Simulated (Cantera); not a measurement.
An adiabatic, constant-pressure homogeneous reactor starts with 9.03 % CH₄, 18.6 % O₂, 69.9 % N₂, 2.44 % CO₂, at 1750 K and 101000 Pa.

Cantera simulation using GRI-Mech 3.0 (53 species, 325 reactions); the numbers are that mechanism's predictions, not measurements.

One state of this run: T (K) = 2716; x CH₄ = <1e-12; x O₂ = 0.0319; x CO₂ = 0.0557; x NO₂ = 1.72e-7; x OH = 0.0243; x C₂H₆ = <1e-12. x: mole fraction; the columns are a selection and need not sum to one.

**Question.** Which value of t (s) does it belong to?
A) 0.0222
B) 0.000298
C) 0.125
D) 0.00396

**Answer.** B, 0.000298
